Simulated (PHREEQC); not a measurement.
# City or well water: speciation

A made-up water analysis in mg/kgw, 35 °C, pH 6.94, pe -2:

```tsv
constituent	mg/kgw
Na	107
K	7.29
Ca	48.9
Mg	25.9
Cl	10.5
S(6) as SO4	81.3
Alkalinity as HCO3	450
B	0.237
```

Valence states are taken as typed.

Equilibrium calculation in PHREEQC: ion-association model, phreeqc.dat.

This is a speciation only: nothing precipitates in the calculation.

Q: Predict the ionic strength.

A: ionic strength 0.0117 mol/kgw.

Q: In which forms is Ca present?

A: Ca+2 89 %, CaHCO3+ 6.0 %, CaSO4 4.9 % of the Ca.

Species that the database lacks are ignored.
